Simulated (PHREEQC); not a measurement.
Solution (20 °C): 76 mmol/kgw Cu(BF4)2. Closed to the air; pH follows from the charge balance.

The numbers come from PHREEQC with the ion-association model, wateq4f.dat.

This is a speciation only: nothing precipitates in the calculation.

**Question.** What pH does the model give?

**Answer.** pH 2.58.

**Question.** In which forms is Cu present?

**Answer.** Cu+2 98 %, CuF+ 1.6 % of the Cu.

Real BF4- forms and hydrolyses slowly; the run takes it at equilibrium.
